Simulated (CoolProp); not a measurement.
Vapour-liquid equilibrium of C2F6 (R116) (1) + R22 (2) at 180 kPa; x and y are mole fractions of (1).

The numbers come from the multi-fluid Helmholtz-energy mixture model, Lemmon 2006 and Kamei 1995; pair parameters Bell 2016 in CoolProp.

```
x      bubble temperature (K)  y at the bubble point  dew temperature at overall composition x (K)  liquid density (mol/L)
-----  ----------------------  ---------------------  --------------------------------------------  ----------------------
0.05                    228.5                  0.539                                             ?                   16.01
0.125                   216.8                  0.757                                         242.2                   15.80
0.2                     212.4                  0.817                                         240.2                   15.38
0.275                   210.6                  0.839                                         237.9                   14.90
0.35                    209.8                  0.848                                         235.6                   14.41
0.425                   209.5                  0.853                                         233.0                   13.94
0.5                     209.2                  0.856                                         230.1                       ?
0.575                   208.9                  0.861                                         226.9                   13.08
0.65                    208.6                  0.868                                         223.2                   12.69
0.725                   208.2                  0.880                                         218.9                   12.33
0.8                     207.7                  0.897                                         213.7                       ?
0.875                   207.2                  0.924                                         208.3                       ?
0.95                    206.7                  0.963                                         206.8                   11.43
```

**Question.** Some entries are withheld; supply them.

**Answer.** 
- 0.05, dew temperature at overall composition x (K): 244.2
- 0.5, liquid density (mol/L): 13.50
- 0.8, liquid density (mol/L): 12.01
- 0.875, liquid density (mol/L): 11.71

No azeotrope shows between x = 0.05 and 0.95.

Pair parameters are fitted to limited data, so mixtures are less certain than the pure fluids. With so large a gap from Raoult's law the liquid may split in two, which this calculation doesn't test in full.
